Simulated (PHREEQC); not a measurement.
A solution holds 0.0065 mol/kgw KH2PO4 and 0.084 mol/kgw NaOH, at 80 °C. Closed to the air; pH follows from the charge balance.

Model: ion-association model, phreeqc.dat, run in PHREEQC.

```
quantity                    before    after
------------------------  --------  -------
pH                           11.33    10.90
ionic strength (mol/kgw)     0.103    0.430
PO4-3 (mol/kgw)            0.00338   0.0447
HPO4-2 (mol/kgw)           0.00295   0.0417
NaHPO4- (mol/kgw)         0.000160  0.00401
KHPO4- (mol/kgw)           1.20e-5  9.39e-5
```

Problem. What was changed between the two runs?
A. NaOH replaced by Na3PO4 at the same molality
B. diluted 2-fold with water
C. NaOH replaced by NaCl at the same molality
D. KH2PO4 from 0.0065 to 0.00065 mol/kgw
E. diluted 100-fold with water

Solution. A, NaOH replaced by Na3PO4 at the same molality

No solid was allowed to form. Away from 25 °C the constants follow the database's enthalpies or fits; those with neither stay at their 25 °C values.
